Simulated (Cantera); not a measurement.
Charge: 1 mol Si, a varied amount of N2O, 12 mol N2, held at 900 °C and 1 atm.

Method: chemical equilibrium by Gibbs-energy minimisation in Cantera with the NASA 1993 tables (ideal gas, pure condensed phases). Candidate condensed phases: Si, SiO2, Si2N2O, Si3N4; 16 gas species. Mutual solubility and eutectic melting of coexisting phases are not modelled. The tables hold silica as quartz up to 1696 K and as liquid above; real silica turns to tridymite and cristobalite and melts near 1996 K. Kinetics and transport are ignored.

### Question
Which condensed phases are stable at each of these points (n(N2O) (mol)): 0.019, 0.029, 0.042, 0.063, 0.092, 0.14, 0.2, 0.3, 0.44, 0.65, 0.96, 1.4, 2.1?

### Answer
```json
[
 {"n(N2O) (mol)": "0.019", "condensed phases": "Si2N2O(s) + Si3N4(s)", "Si condensed (%)": "100.0"},
 {"n(N2O) (mol)": "0.029", "condensed phases": "Si2N2O(s) + Si3N4(s)", "Si condensed (%)": "100.0"},
 {"n(N2O) (mol)": "0.042", "condensed phases": "Si2N2O(s) + Si3N4(s)", "Si condensed (%)": "100.0"},
 {"n(N2O) (mol)": "0.063", "condensed phases": "Si2N2O(s) + Si3N4(s)", "Si condensed (%)": "100.0"},
 {"n(N2O) (mol)": "0.092", "condensed phases": "Si2N2O(s) + Si3N4(s)", "Si condensed (%)": "100.0"},
 {"n(N2O) (mol)": "0.14", "condensed phases": "Si2N2O(s) + Si3N4(s)", "Si condensed (%)": "100.0"},
 {"n(N2O) (mol)": "0.2", "condensed phases": "Si2N2O(s) + Si3N4(s)", "Si condensed (%)": "100.0"},
 {"n(N2O) (mol)": "0.3", "condensed phases": "Si2N2O(s) + Si3N4(s)", "Si condensed (%)": "100.0"},
 {"n(N2O) (mol)": "0.44", "condensed phases": "Si2N2O(s) + Si3N4(s)", "Si condensed (%)": "100.0"},
 {"n(N2O) (mol)": "0.65", "condensed phases": "SiO2(β-quartz) + Si2N2O(s)", "Si condensed (%)": "100.0"},
 {"n(N2O) (mol)": "0.96", "condensed phases": "SiO2(β-quartz) + Si2N2O(s)", "Si condensed (%)": "100.0"},
 {"n(N2O) (mol)": "1.4", "condensed phases": "SiO2(β-quartz) + Si2N2O(s)", "Si condensed (%)": "100.0"},
 {"n(N2O) (mol)": "2.1", "condensed phases": "SiO2(β-quartz)", "Si condensed (%)": "100.0"}
]
```

From 0.019 mol N2O to 0.44 mol N2O the condensed part is Si2N2O(s) + Si3N4(s). From 0.65 mol N2O to 1.4 mol N2O the condensed part is SiO2(β-quartz) + Si2N2O(s). At 2.1 mol N2O the condensed part is SiO2(β-quartz).
